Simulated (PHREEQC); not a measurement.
0.18 g of hydrous ferric oxide (600 m²/g; 0.2 weak and 0.005 strong sites per Fe, Dzombak-Morel constants, diffuse double layer) in 1 kg of water with 0.005 mol/kgw of an inert sodium salt and 0.85 mmol/kgw CuCl2, at 25 °C; the pH is set by adding NaOH or the inert anion's acid. O2 is buffered at 0.21 atm. CO2 from the air is kept out. Precipitation was switched off in this run.

Base run: PHREEQC, ion-association model, wateq4f.dat. Each further column changes one thing. The table gives surface charge σ (C/m²).

```json
[
 {"pH": "3", "base": "0.316", "background salt from 0.005 to 0.0005 mol/kgw": "0.287", "oxide from 0.18 to 0.9 g/kgw": "0.319", "0.002 mol/kgw CuSO4 added": "0.029"},
 {"pH": "4", "base": "0.204", "background salt from 0.005 to 0.0005 mol/kgw": "0.162", "oxide from 0.18 to 0.9 g/kgw": "0.206", "0.002 mol/kgw CuSO4 added": "0.028"},
 {"pH": "4.5", "base": "0.154", "background salt from 0.005 to 0.0005 mol/kgw": "?", "oxide from 0.18 to 0.9 g/kgw": "0.154", "0.002 mol/kgw CuSO4 added": "0.029"},
 {"pH": "5.5", "base": "0.129", "background salt from 0.005 to 0.0005 mol/kgw": "0.093", "oxide from 0.18 to 0.9 g/kgw": "0.101", "0.002 mol/kgw CuSO4 added": "0.046"},
 {"pH": "6.5", "base": "0.128", "background salt from 0.005 to 0.0005 mol/kgw": "0.087", "oxide from 0.18 to 0.9 g/kgw": "0.064", "0.002 mol/kgw CuSO4 added": "0.062"},
 {"pH": "7.5", "base": "0.074", "background salt from 0.005 to 0.0005 mol/kgw": "0.045", "oxide from 0.18 to 0.9 g/kgw": "0.028", "0.002 mol/kgw CuSO4 added": "0.059"},
 {"pH": "8", "base": "0.045", "background salt from 0.005 to 0.0005 mol/kgw": "?", "oxide from 0.18 to 0.9 g/kgw": "0.016", "0.002 mol/kgw CuSO4 added": "?"},
 {"pH": "9", "base": "0.014", "background salt from 0.005 to 0.0005 mol/kgw": "0.008", "oxide from 0.18 to 0.9 g/kgw": "?", "0.002 mol/kgw CuSO4 added": "0.026"}
]
```

Some entries are withheld; supply them.


- 4.5, background salt from 0.005 to 0.0005 mol/kgw: 0.118
- 8, background salt from 0.005 to 0.0005 mol/kgw: 0.027
- 8, 0.002 mol/kgw CuSO4 added: 0.050
- 9, oxide from 0.18 to 0.9 g/kgw: 0.003

In at least one series the solution becomes supersaturated in solids that the run did not let form, among them Cu(OH)2, Atacamite. The database's constant for dissolved Cu(OH)2 is higher than later reviews accept. The oxide is taken as insoluble; below pH 4 it would dissolve.
